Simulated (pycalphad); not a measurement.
Computed with pycalphad from the COST 507 light-alloy database (1999), at 1 atm. These are 1990s assessments: newer ones move some temperatures and phases. Diffusion is slow at the low end, where real alloys seldom reach equilibrium.

**Si-35.2Y (at.%): equilibrium cooling sequence**

```csv
T (K),phases above,phases below
1958.8,LIQUID,LIQUID + SIY
1915.3,LIQUID + SIY,LIQUID + SI5Y3_H
1793.2,LIQUID + SI5Y3_H,SI2Y_H + SI5Y3_H
1523.0,SI2Y_H + SI5Y3_H,SI2Y_R + SI5Y3_H
723.0,SI2Y_R + SI5Y3_H,SI2Y_R + SI5Y3_R
```

Changes were sought between steps of 40 K, so a narrower field can be missed.

Database names, with the compositions (at.%) that they take in these runs: SIY: Si 50 Y 50; SI5Y3_H: Si 62 Y 38; SI2Y_H: Si 67 Y 33; SI2Y_R: Si 67 Y 33; SI5Y3_R: Si 62 Y 38.
